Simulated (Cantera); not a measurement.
Input: 1 mol B, 0.13 mol H2O, 6.8 mol H2, held at 2173.15 K and 230 Pa.

Equilibrium computed with Cantera from the NASA thermochemical tables; the gas is ideal and each condensed phase is pure. Candidate condensed phases: B, B2O3, B3O3H3, H2O; 23 gas species. The tables' values for BH2 are old estimates; treat these amounts as uncertain. The numbers say what is thermodynamically allowed, not how fast it happens.

Problem. What is the equilibrium state?

Solution. 
| Property | Value |
|---|---|
| x(H2) | 0.886 |
| x(H) | 0.0948 |
| x(BO) | 0.00977 |
| x(HBO) | 0.00735 |
| x(BH2) | 0.00103 |
| x(B) | 0.000819 |
| x(B2O) | 0.000215 |
| x(B2O2) | 0.000131 |
| x(BH) | 4.71e-5 |
| n(B(s)) | 0.854 mol |
| gas amount | 7.388 mol |
